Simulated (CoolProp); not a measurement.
Tetradecamethylhexasiloxane (MD4M) along the isotherm 389.3 K: fugacity coefficient from the reference equation and from simpler models built on Tc = 653.2 K, pc = 0.8286 MPa, ω = 0.800; each cubic takes its own stable root.

Computed with CoolProp (reference Helmholtz-energy equation of state, Thol 2019).

| p (MPa) | phase | reference | van der Waals | Redlich-Kwong | Soave-Redlich-Kwong | Peng-Robinson |
|---|---|---|---|---|---|---|
| 0.207 | liquid | 0.003776 | 0.3213 | 0.07753 | 0.004161 | 0.004825 |
| 0.414 | liquid | 0.001959 | 0.1718 | 0.04058 | 0.002170 | 0.002505 |
| 0.621 | liquid | 0.001355 | 0.1225 | 0.02832 | 0.001509 | 0.001734 |
| 0.829 | liquid | 0.001053 | 0.09810 | 0.02221 | 0.001179 | 0.001348 |
| 1.04 | liquid | 0.0008713 | 0.08366 | 0.01854 | 0.0009809 | 0.001117 |
| 1.24 | liquid | 0.0007572 | 0.07479 | 0.01625 | 0.0008567 | 0.0009710 |
| 1.45 | liquid | 0.0006720 | 0.06836 | 0.01455 | 0.0007644 | 0.0008624 |
| 1.66 | liquid | 0.0006092 | 0.06381 | 0.01330 | 0.0006967 | 0.0007824 |
| 1.86 | liquid | 0.0005633 | 0.06065 | 0.01240 | 0.0006474 | 0.0007239 |
| 2.07 | liquid | 0.0005253 | 0.05821 | 0.01166 | 0.0006070 | 0.0006755 |
